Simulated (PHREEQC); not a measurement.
## Leach liquor (model solution)

Consider water at 25 °C with 0.026 mol H2SO4 and 6.1e-06 mol ZnSO4 per kg of water. It is in equilibrium with CO2 at log p = 0 (atm). Otherwise closed; pH follows from the charge balance.

Model: ion-association model, phreeqc.dat, run in PHREEQC.

The pH is 1.51, the ionic strength comes out as 0.0452 mol/kgw and the specific conductance is 12800 µS/cm. The total alkalinity is -52.0 meq/kg.

```json
[
 {"species": "H+", "molality": "0.0356", "activity": "0.0306", "log γ": "-0.067"},
 {"species": "CO2", "molality": "0.0335", "activity": "0.0338", "log γ": "0.005"},
 {"species": "HSO4-", "molality": "0.0164", "activity": "0.0136", "log γ": "-0.083"},
 {"species": "SO4-2", "molality": "0.00961", "activity": "0.00456", "log γ": "-0.323"},
 {"species": "(CO2)2", "molality": "2.08e-5", "activity": "2.10e-5", "log γ": "0.005"},
 {"species": "Zn+2", "molality": "3.95e-6", "activity": "1.88e-6", "log γ": "-0.322"},
 {"species": "ZnSO4", "molality": "1.99e-6", "activity": "2.01e-6", "log γ": "0.005"},
 {"species": "HCO3-", "molality": "5.90e-7", "activity": "4.92e-7", "log γ": "-0.079"},
 {"species": "Zn(SO4)2-2", "molality": "1.60e-7", "activity": "7.47e-8", "log γ": "-0.330"}
]
```

No solid was allowed to form.
